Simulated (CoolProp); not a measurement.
R1123 along the isotherm 265.3 K: fugacity coefficient from the reference equation and from simpler models built on Tc = 331.7 K, pc = 45.49 bar, ω = 0.243; each cubic takes its own stable root.

Computed with CoolProp (reference Helmholtz-energy equation of state, Akasaka 2020).

```json
[
 {"p (bar)": "0.0719", "phase": "gas", "reference": "0.9988"},
 {"p (bar)": "0.106", "phase": "gas", "reference": "0.9983"},
 {"p (bar)": "0.155", "phase": "gas", "reference": "0.9975"},
 {"p (bar)": "0.227", "phase": "gas", "reference": "0.9963"},
 {"p (bar)": "0.334", "phase": "gas", "reference": "0.9946"},
 {"p (bar)": "0.49", "phase": "gas", "reference": "0.9921"},
 {"p (bar)": "0.719", "phase": "gas", "reference": "0.9884"},
 {"p (bar)": "1.06", "phase": "gas", "reference": "0.9829"},
 {"p (bar)": "1.55", "phase": "gas", "reference": "0.9750"},
 {"p (bar)": "2.27", "phase": "gas", "reference": "0.9634"},
 {"p (bar)": "3.34", "phase": "gas", "reference": "0.9462"},
 {"p (bar)": "4.9", "phase": "gas", "reference": "0.9212"},
 {"p (bar)": "7.19", "phase": "gas", "reference": "0.8844"},
 {"p (bar)": "10.6", "phase": "liquid", "reference": "0.7009"},
 {"p (bar)": "15.5", "phase": "liquid", "reference": "0.4869"},
 {"p (bar)": "22.7", "phase": "liquid", "reference": "0.3402"}
]
```

Problem. How far does each simpler model (Soave-Redlich-Kwong, Peng-Robinson) lie from the reference over these 16 states: mean and median of the absolute difference, and the worst?

Solution. 
- Soave-Redlich-Kwong: mean 0.6 %, median 0.1 %, worst +2.6 % at 265.3 K and 22.7 bar
- Peng-Robinson: mean 0.0 %, median 0.0 %, worst +0.2 % at 265.3 K and 7.19 bar
